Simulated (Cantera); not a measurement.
What does this Cantera script print?

```python
import numpy as np
import cantera as ct

gas_names = """
    C CO CO2 C2 C2O C3 C3O2 C4 C5 Fe FeC5O5 FeO O O2 O3
""".split()
cond_names = """
    C(gr) Fe(a) Fe(c) Fe(d) Fe(L) FeC5O5(L) FeO(s) FeO(L) Fe2O3(s) Fe3O4(s)
""".split()


# ... load() reads the species with a 1 bar reference pressure and builds the phases ...
atoms = {
    'Fe2O3': {'Fe': 2, 'O': 3},
    'CO': {'C': 1, 'O': 1},
}
top_T = {'C(gr)': 4500, 'Fe2O3(s)': 1830, 'Fe3O4(s)': 1870}  # K; cautious upper limits of use, not melting points


# ... equilibrate(T, P, feed) seeds the gas with the atoms and calls Mixture.equilibrate('TP', solver="vcs", rtol=1e-11, max_steps=5000) ...
results = []
feed = {'Fe2O3': 1, 'CO': 12}  # mol
T = 2123  # K
for P in [10, 42, 180, 750, 3200, 13000, 56000, 240000, 1000000]:
    mix = equilibrate(T, P, feed)
    results.append((T, P, feed, dict(zip(mix.species_names, mix.species_moles))))

top = {s: max(r[3][s] / sum(r[3][g] for g in gas_names) for r in results) for s in gas_names}
cols = sorted((s for s in top if top[s] > 0.0001), key=lambda s: -top[s])[:6]
seen = [c for c in cond_names if any(r[3].get(c, 0) > 1e-12 for r in results)]
print("log10 of partial pressures in bar; condensed amounts in mol")
print(f"{'P/Pa':>10s}" + "".join(f"{s[:9]:>10s}" for s in cols + seen))
for T, P, feed, n in results:
    ng = sum(n[g] for g in gas_names)
    print(f"{P:10.4g}" + "".join(f"{np.log10(max(n[s] / ng * P / 1e5, 1e-99)):10.3f}" for s in cols)
          + "".join(f"{n.get(c, 0):10.4g}" for c in seen))
```

It prints:

```
log10 of partial pressures in bar; condensed amounts in mol
      P/Pa        CO       CO2        Fe         O        O2       FeO     Fe(L)    FeO(L)
        10    -4.178    -4.761    -4.870    -5.830    -6.083    -6.332         0         0
        42    -3.562    -4.080    -4.242    -5.765    -5.954    -5.639         0         0
       180    -2.932    -3.431    -3.608    -5.746    -5.916    -4.986         0         0
       750    -2.245    -2.928    -3.215    -5.930    -6.283    -4.776         0    0.9052
      3200    -1.562    -2.449    -3.010    -6.134    -6.692    -4.776         0     1.616
   1.3e+04    -0.933    -1.922    -2.908    -6.236    -6.896    -4.776         0     1.883
   5.6e+04    -0.292    -1.315    -2.875    -6.269    -6.962    -4.776   0.01204     1.959
   2.4e+05     0.341    -0.682    -2.875    -6.269    -6.962    -4.776     0.034     1.959
     1e+06     0.961    -0.062    -2.875    -6.269    -6.962    -4.776   0.03906     1.959
```

Cantera equilibrium calculation (NASA polynomials, part measured and part estimated; ideal gas, pure solids and liquids). Each liquid is taken as pure. Mutual solubility and eutectic melting of coexisting phases are not modelled. The tables' stoichiometric FeO is somewhat more stable than real wüstite, so its field is too wide. FeO: taken at fixed stoichiometry.
